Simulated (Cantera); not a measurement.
A closed system holds: 1 mol Si, 0.0041 mol H2O, 990 mol H2, at 1027 °C and 0.780 Pa.

These are equilibrium values from Cantera (NASA tables, ideal gas, pure condensed phases), not measurements of a reactor. Candidate condensed phases: H2O, Si, SiO2; 18 gas species. The numbers say what is thermodynamically allowed, not how fast it happens.

Base state: H2 1.000, H 0.000396 (mole fractions); condensed: Si(s).

**Question.** What changes in the equilibrium state with this change: temperature from 1027 °C to 1525 °C?

**Answer.** 
| species | before | after |
|---|---|---|
| H2 | 1.000 | 0.881 |
| H | 0.000396 | 0.118 |
| Si | 5.55e-6 | 0.000943 |
| Si(s), mol | 0.990 | 0 |
